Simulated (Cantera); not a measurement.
An isothermal, constant-pressure homogeneous reactor starts with C2H6 : H2 = 1 : 26 (molar parts), at 1900 K and 0.000140 bar. Integrator tolerance rtol = 1e-08.

Computed with Cantera and GRI-Mech 3.0 (53 species, 325 reactions). GRI-Mech 3.0 stops at C3 and has no aromatics, soot or wall deposition, so with more carbon than oxygen in the feed, carbon stays in small species such as C2H2 where larger ones or solid carbon would form. Radical loss at walls, strong at low pressure, is not modelled.

Problem. What does this change do: H2 26 to 5 parts?

Solution. 
```json
[
 {"quantity": "x(C2H6) at 200 s", "before": "3.35e-12 (gas-phase equilibrium <1e-12)", "after": "<1e-12 (gas-phase equilibrium <1e-12)"},
 {"quantity": "x(H2) at 200 s", "before": "0.944 (gas-phase equilibrium 0.902)", "after": "0.841 (gas-phase equilibrium 0.818)"},
 {"quantity": "x(C2H) at 200 s", "before": "1.04e-5 (gas-phase equilibrium 3.09e-5)", "after": "6.96e-5 (gas-phase equilibrium 0.000118)"},
 {"quantity": "x(CH2) at 200 s", "before": "2.71e-7 (gas-phase equilibrium 7.67e-8)", "after": "1.88e-7 (gas-phase equilibrium 1.39e-7)"},
 {"quantity": "x(CH4) at 200 s", "before": "2.05e-5 (gas-phase equilibrium 6.27e-7)", "after": "4.11e-6 (gas-phase equilibrium 1.03e-6)"},
 {"quantity": "x(H) at 200 s", "before": "0.0221 (gas-phase equilibrium 0.0642)", "after": "0.0366 (gas-phase equilibrium 0.0611)"},
 {"quantity": "x(C2H4) at 200 s", "before": "2.23e-7 (gas-phase equilibrium 5.08e-8)", "after": "3.49e-7 (gas-phase equilibrium 1.67e-7)"}
]
```

Problem. What does this change do: pressure from 0.000140 bar to 0.650 bar?

Solution. 
```
quantity                                           before                                      after
----------------  ---------------------------------------  -----------------------------------------
x(C2H6) at 200 s  3.35e-12 (gas-phase equilibrium <1e-12)    1.22e-7 (gas-phase equilibrium 1.22e-7)
x(H2) at 200 s        0.944 (gas-phase equilibrium 0.902)        0.963 (gas-phase equilibrium 0.963)
x(C2H) at 200 s   1.04e-5 (gas-phase equilibrium 3.09e-5)    4.31e-7 (gas-phase equilibrium 4.31e-7)
x(CH2) at 200 s   2.71e-7 (gas-phase equilibrium 7.67e-8)    7.85e-8 (gas-phase equilibrium 7.85e-8)
x(CH4) at 200 s   2.05e-5 (gas-phase equilibrium 6.27e-7)    0.00318 (gas-phase equilibrium 0.00318)
x(H) at 200 s       0.0221 (gas-phase equilibrium 0.0642)  0.000973 (gas-phase equilibrium 0.000973)
x(C2H4) at 200 s  2.23e-7 (gas-phase equilibrium 5.08e-8)  0.000247 (gas-phase equilibrium 0.000247)
```
